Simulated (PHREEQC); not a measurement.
Synthetic water in mg/kgw, 50 °C, pH 4.14, pe 8.4:

```json
[
 {"constituent": "Na", "mg/kgw": "94.6"},
 {"constituent": "K", "mg/kgw": "0.434"},
 {"constituent": "Ca", "mg/kgw": "235"},
 {"constituent": "Mg", "mg/kgw": "88.3"},
 {"constituent": "Cl", "mg/kgw": "201"},
 {"constituent": "S(6) as SO4", "mg/kgw": "809"},
 {"constituent": "Cu(2)", "mg/kgw": "0.571"}
]
```

Valence states are taken as typed.

Equilibrium calculation in PHREEQC: ion-association model, phreeqc.dat.

```
quantity                    before     after
-------------------------  -------  --------
ionic strength (mol/kgw)    0.0293    0.0278
SO4-2 (mol/kgw)            0.00549   0.00601
Ca+2 (mol/kgw)             0.00446   0.00434
Mg+2 (mol/kgw)             0.00221   0.00105
MgSO4 (mol/kgw)            0.00142  0.000758
CaSO4 (mol/kgw)            0.00140   0.00153
SI of Gypsum (CaSO4:2H2O)    -0.56     -0.52
SI of Halite (NaCl)          -6.37     -6.37
```

Task: What was changed between the two runs?
(A) Mg from 88.3 to 44.1 mg/kgw
(B) Na from 94.6 to 47.3 mg/kgw
(C) all concentrations times 3 at the same typed pH

Result: A, Mg from 88.3 to 44.1 mg/kgw

This is a speciation only: nothing precipitates in the calculation. At this temperature some constants are extrapolated from 25 °C, and those without enthalpy data are left unchanged.
